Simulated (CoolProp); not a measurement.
Vapour-liquid equilibrium of n-pentane (1) + cyclohexane (2) at 108.75 °C; x and y are mole fractions of (1).

Values from CoolProp's multi-fluid Helmholtz-energy mixture model, Thol 2019 and Zhou 2014; pair parameters Bell 2016.

### Question
Give the bubble pressure and the first vapour's composition at x = 0.05, 0.2, 0.35. Is there an azeotrope?

### Answer
x = 0.05: 0.2466 MPa, y = 0.148; x = 0.2: 0.3252 MPa, y = 0.438; x = 0.35: 0.3997 MPa, y = 0.614. No azeotrope shows between x = 0.05 and 0.95.

Pair parameters are fitted to limited data, so mixtures are less certain than the pure fluids.
